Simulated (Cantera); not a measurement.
Cantera run, input and output.

```python
import numpy as np
import cantera as ct

gas = ct.Solution("SiF4_NH3_mec.yaml", "gas")
gas.TPX = 2000, 1000, {'NH3': 1, 'H2': 5.5}
reactor = ct.IdealGasConstPressureReactor(gas, energy="off", clone=False)
net = ct.ReactorNet([reactor])
net.rtol, net.atol = 1e-08, 1e-18
show = ['NH3', 'H2', 'NH', 'N2', 'N2H2', 'N']
times = np.geomspace(0.0007, 10, 10)

steps = ct.SolutionArray(gas, extra=["t"])
rows = []
print(f"{'t/s':>10s}{'T/K':>9s}{'P/Pa':>11s}" + "".join(f"{s:>11s}" for s in show))
for t in times:
    while net.time < t:
        t_next = net.step()
        steps.append(gas.state, t=t_next)
    rows.append([np.interp(t, steps.t, y) for y in (steps.T, steps.P, *steps(*show).X.T)])
    print(f"{t:10.3e}{rows[-1][0]:9.1f}{rows[-1][1]:11.4g}" + "".join(f"{x:11.3e}" for x in rows[-1][2:]))
rate = np.gradient(steps.T, steps.t)
print("integrator steps:", len(steps.t))
if steps.T.max() > steps.T[0] + 200:
    print(f"time of steepest temperature rise: {steps.t[rate.argmax()]:.4e} s")
gas.TPX = 2000, 1000, {'NH3': 1, 'H2': 5.5}
gas.equilibrate("TP")
print(f"equilibrium (TP): T = {gas.T:.1f} K  " + "  ".join(f"{s} {gas[s].X[0]:.3e}" for s in show))
```

Output:

```
       t/s      T/K       P/Pa        NH3         H2         NH         N2       N2H2          N
 7.000e-04   2000.0       1000  1.538e-01  8.461e-01  4.776e-09  2.823e-10  1.031e-10  8.413e-12
 2.027e-03   2000.0       1000  1.538e-01  8.461e-01  4.166e-08  1.104e-08  1.043e-09  2.255e-10
 5.867e-03   2000.0       1000  1.538e-01  8.460e-01  3.507e-07  3.740e-07  1.126e-08  5.563e-09
 1.698e-02   2000.0       1000  1.536e-01  8.458e-01  2.818e-06  1.421e-05  1.413e-07  1.265e-07
 4.917e-02   2000.0       1000  1.523e-01  8.460e-01  1.289e-05  4.508e-04  1.018e-06  1.234e-06
 1.424e-01   2000.0       1000  1.460e-01  8.495e-01  1.493e-05  3.136e-03  1.200e-06  1.570e-06
 4.121e-01   2000.0       1000  1.294e-01  8.589e-01  1.427e-05  1.038e-02  1.031e-06  1.562e-06
 1.193e+00   2000.0       1000  9.252e-02  8.797e-01  1.259e-05  2.638e-02  6.819e-07  1.536e-06
 3.454e+00   2000.0       1000  3.824e-02  9.102e-01  9.095e-06  4.996e-02  2.379e-07  1.478e-06
 1.000e+01   2000.0       1000  2.597e-03  9.282e-01  4.204e-06  6.540e-02  1.367e-08  1.794e-06
integrator steps: 765
equilibrium (TP): T = 2000.0 K  NH3 4.530e-08  H2 9.182e-01  NH 1.290e-09  N2 6.614e-02  N2H2 1.811e-15  N 2.310e-09
```

Cantera simulation using the gas-phase N/H chemistry of the illustrative SiF4/NH3 mechanism in the Surface Chemkin manual (1991); the numbers are that mechanism's predictions, not measurements. Walls and surfaces, which speed up NH3 decomposition in real reactors, are not modelled.
